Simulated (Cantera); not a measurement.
A closed system holds: 1 mol SiCl4, 1.1 mol HCl, 12 mol H2, held at 1650 K and 0.230 bar.

Equilibrium computed with Cantera from the NASA thermochemical tables; the gas is ideal and each condensed phase is pure. Candidate condensed phases: Si; 19 gas species. The tables' values for SiCl3 are old estimates; treat these amounts as uncertain. Rates play no part.

Base state: H2 0.737, HCl 0.196, SiCl2 0.0573, SiCl3 0.00651, SiCl4 0.00162, SiHCl3 0.00103, H 0.000163, SiH2Cl2 0.000111 (mole fractions); condensed: gas only.

What changes in the equilibrium state with this change: 0.77 mol N2 added?


| species | before | after |
|---|---|---|
| H2 | 0.737 | 0.693 |
| HCl | 0.196 | 0.216 |
| SiCl2 | 0.0573 | 0.0424 |
| N2 | 0 | 0.0401 |
| SiH2Cl2 | 0.000111 | 7.71e-5 |
| SiHCl3 | 0.00103 | 0.000837 |
| Si3N4(s), mol | 0 | 0.0709 |
Further candidate phases: NH4Cl, Si3N4.
